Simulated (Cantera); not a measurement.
Input (Python, Cantera) and output of one run.

```python
import numpy as np
import cantera as ct

gas_names = """
    C CH CH2 CH3 CH2OH CH3O CH4 CH3OH CN CO CO2 COOH C2 C2H CHCO,ketyl C2H2,acetylene C2H2,vinylidene
    CH2CO,ketene C2H3,vinyl CH3CN CH3CO,acetyl C2H4 C2H4O,ethylen CH3CHO,ethanal CH3COOH (HCOOH)2 C2H5
    C2H6 CH3OCH3 C2H5OH CCN CNC C2N2 C2O C3 C3H3,propargyl C3H4,allene C3H4,propyne C3H4,cyclo-
    C3H5,allyl C3H6,propylene C3H6,cyclo- C3H6O C3H7,n-propyl C3H7,i-propyl C3H8 C3H8O,1propanol
    C3H8O,2propanol C3O2 C4 C4H2 C4H4,1,3-cyclo- C4H6,butadiene C4H6,2-butyne C4H6,cyclo- C4H8,1-butene
    C4H8,cis2-buten C4H8,tr2-butene C4H8,isobutene C4H8,cyclo- (CH3COOH)2 C4H9,n-butyl C4H9,i-butyl
    C4H9,s-butyl C4H9,t-butyl C4H10,isobutane C4H10,n-butane C4N2 C5 C5H6,1,3cyclo- C5H8,cyclo-
    C5H10,1-pentene C5H10,cyclo- C5H11,pentyl C5H11,t-pentyl C5H12,n-pentane C5H12,i-pentane
    CH3C(CH3)2CH3 C6H2 C6H5,phenyl C6H5O,phenoxy C6H6 C6H5OH,phenol C6H10,cyclo- C6H12,1-hexene
    C6H12,cyclo- C6H13,n-hexyl C7H7,benzyl C7H8 C7H8O,cresol C7H14,1-heptene C7H15,n-heptyl
    C7H16,n-heptane C8H8,styrene C8H10,ethylbenz C8H16,1-octene C8H17,n-octyl C8H18,isooctane
    C8H18,n-octane C9H19,n-nonyl C10H8,naphthale C10H21,n-decyl C12H9,o-bipheny C12H10,bipheny H HCN HCO
    HCCN HNC HNCO HNO HNO2 HNO3 HO2 H2 HCHO,formaldehy HCOOH H2O H2O2 N NCO NH NH2 NH3 NH2OH NO NO2 NO3
    N2 N2H2 N2H4 N2O O OH O2 O3 Si SiC SiC2 SiC4H12 SiH SiH2 SiH3 SiH4 SiN SiO SiO2 Si2 Si2C Si2N Si3
""".split()
cond_names = """
    C(gr) C6H6(L) C7H8(L) C8H18(L),n-octa H2O(s) H2O(L) Si(cr) Si(L) SiC(b) SiO2(Lqz) SiO2(hqz) SiO2(L)
    Si2N2O(s) Si3N4(a)
""".split()


def load(file, names, dense=False):
    # The tables refer to 1 bar. Condensed volumes are neglected.
    table = {s.name: s for s in ct.Species.list_from_file(file)}
    out = []
    for n in names:
        d = dict(table[n].input_data)
        d["thermo"] = dict(d["thermo"], **{"reference-pressure": 1e5})
        if dense:
            d["equation-of-state"] = {"model": "constant-volume", "density": "1e6 g/cm^3"}
        out.append(ct.Species.from_dict(d))
    return out


gas = ct.Solution(thermo="ideal-gas", species=load("nasa_gas.yaml", gas_names))
cond = {s.name: ct.Solution(thermo="fixed-stoichiometry", species=[s], name=s.name)
        for s in load("nasa_condensed.yaml", cond_names, dense=True)}
atoms = {
    'SiC': {'Si': 1, 'C': 1},
    'N2O': {'N': 2, 'O': 1},
    'H2': {'H': 2},
}
top_T = {'C(gr)': 4500, 'SiC(b)': 3050, 'Si2N2O(s)': 2100, 'Si3N4(a)': 2400}  # K; cautious upper limits of use, not melting points


def equilibrate(T, P, feed):
    n = {}
    for name, mol in feed.items():
        for a, k in atoms[name].items():
            n[a] = n.get(a, 0.0) + k * mol
    gas.TPX = T, P, n
    mass = sum(n.values()) * gas.mean_molecular_weight
    gas.equilibrate("TP")
    valid = [c for c in cond.values() if c.min_temp <= T <= top_T.get(c.name, c.max_temp)]
    mix = ct.Mixture([(gas, mass / gas.mean_molecular_weight)] + [(c, 0.0) for c in valid])
    mix.T, mix.P = T, P
    mix.equilibrate("TP", solver="vcs", rtol=1e-11, max_steps=5000)
    return mix


results = []
feed = {'SiC': 1, 'N2O': 0.033, 'H2': 60}  # mol
P = 14  # Pa
for T in [900, 1000, 1100, 1200, 1300, 1400, 1500, 1600, 1700, 1800, 1900, 2000, 2100, 2200]:
    mix = equilibrate(T, P, feed)
    results.append((T, P, feed, dict(zip(mix.species_names, mix.species_moles))))

top = {s: max(r[3][s] / sum(r[3][g] for g in gas_names) for r in results) for s in gas_names}
cols = sorted((s for s in top if top[s] > 0.0001), key=lambda s: -top[s])[:8]
seen = [c for c in cond_names if any(r[3].get(c, 0) > 1e-12 for r in results)]
print("log10 of partial pressures in bar; condensed amounts in mol")
print(f"{'T/K':>10s}" + "".join(f"{s[:9]:>10s}" for s in cols + seen))
for T, P, feed, n in results:
    ng = sum(n[g] for g in gas_names)
    print(f"{T:10.4g}" + "".join(f"{np.log10(max(n[s] / ng * P / 1e5, 1e-99)):10.3f}" for s in cols)
          + "".join(f"{n.get(c, 0):10.4g}" for c in seen))
```

It prints:

```
log10 of partial pressures in bar; condensed amounts in mol
       T/K        H2         H        Si C2H2,acet      SiC2        N2        CO       HCN     C(gr)    SiC(b) Si2N2O(s)
       900    -3.854   -11.859   -22.185   -14.104   -28.724   -10.660   -10.659   -13.315   0.06335     0.934   0.03299
      1000    -3.854   -10.571   -19.160   -12.797   -24.746    -8.675    -8.674   -11.549   0.06248    0.9358   0.03209
      1100    -3.854    -9.515   -16.531   -12.044   -21.654    -7.291    -7.291   -10.383         0    0.9779   0.01107
      1200    -3.854    -8.632   -13.580   -12.944   -19.845    -7.276    -7.297   -10.743         0    0.9784   0.01027
      1300    -3.854    -7.883   -11.328   -13.223   -18.077    -7.114    -7.415   -10.733         0    0.9835         0
      1400    -3.855    -7.240    -9.953   -12.355   -16.012    -7.114    -7.415   -10.240         0    0.9835         0
      1500    -3.855    -6.682    -8.771   -11.589   -14.217    -7.115    -7.406    -9.805         0    0.9831         0
      1600    -3.856    -6.193    -7.810   -10.776   -12.579    -7.116    -7.336    -9.355         0    0.9799         0
      1700    -3.860    -5.762    -7.231    -9.527   -10.869    -7.123    -7.174    -8.694         0    0.9697         0
      1800    -3.868    -5.380    -6.962    -7.932    -9.107    -7.162    -7.126    -7.881         0      0.95         0
      1900    -3.885    -5.043    -6.329    -7.303    -7.926    -7.223    -7.133    -7.565    0.1196    0.7764         0
      2000    -3.921    -4.750    -5.708    -7.036    -7.091    -7.289    -7.153    -7.437    0.7669         0         0
      2100    -3.976    -4.495    -5.728    -6.816    -6.919    -7.372    -7.175    -7.342    0.6651         0         0
      2200    -4.067    -4.283    -5.773    -6.659    -6.790    -7.475    -7.211    -7.292     0.515         0         0
```

Equilibrium computed with Cantera from the NASA thermochemical tables; the gas is ideal and each condensed phase is pure. Mutual solubility and eutectic melting of coexisting phases are not modelled.
